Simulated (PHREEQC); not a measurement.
A column of 1 m (30 cells, dispersivity 0.035 m, 60 s a shift, diffusion coefficient 3e-10 m²/s) holds 0.079 eq of the database's cation exchanger X per kg of pore water, first in equilibrium with 0.002 mol MnCl2, 0.00075 mol Na2SO4 and 1e-05 mol HCl per kg of water. It is flushed with 0.003 mol/kgw MnCl2, 0.015 mol/kgw CaCl2 and 1e-05 mol/kgw HCl, at 25 °C. Values are for the last cell. No CO2 enters from the air. No solid was allowed to form.

The series has 31 steps of pore volumes, from 0 to 7.017.

All values are PHREEQC results (ion-association model, phreeqc.dat), not measurements.

Problem. After how many pore volumes does Ca at the outlet first reach half of its feed value?

Solution. By 3.5 pore volumes.
